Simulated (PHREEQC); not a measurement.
Ultrapure water in contact with air or piping

A made-up water analysis in mg/L, 25 °C, pH 5.62, pe 8.9:

```
constituent             mg/L
------------------  --------
Na                    0.0638
K                   4.68e-05
Ca                    0.0446
Mg                    0.0294
Cl                    0.0261
S(6) as SO4           0.0537
Alkalinity as HCO3     0.276
N(5) as NO3         0.000338
Li                  0.000854
```

Cl is adjusted to close the charge balance.
Valence states are taken as typed.

All values are PHREEQC results (ion-association model, phreeqc.dat), not measurements.

No solid was allowed to form.

Task: Predict the ionic strength.

Result: ionic strength 1.28e-5 mol/kgw.

Task: In which forms is C present?

Result: CO2 84 %, HCO3- 16 % of the C.
